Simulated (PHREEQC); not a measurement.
# Acid rinse or clean: speciation

Solution (20 °C): 0.038 mol H2SO4, 0.04 mol AlCl3 and 0.081 mol MnSO4 per kg of water. Closed to the air; pH follows from the charge balance.

Equilibrium calculation in PHREEQC: ion-association model, phreeqc.dat.

No solid was allowed to form.

Task: What pH, density, ionic strength does the model give?

Result: pH 1.46; density 1.016 g/cm³; ionic strength 0.321 mol/kgw.

Task: In which forms is S present?

Result: HSO4- 26 %, SO4-2 26 %, AlSO4+ 22 %, MnSO4 15 %, Al(SO4)2- 10 % of the S.

Species that the database lacks are ignored.
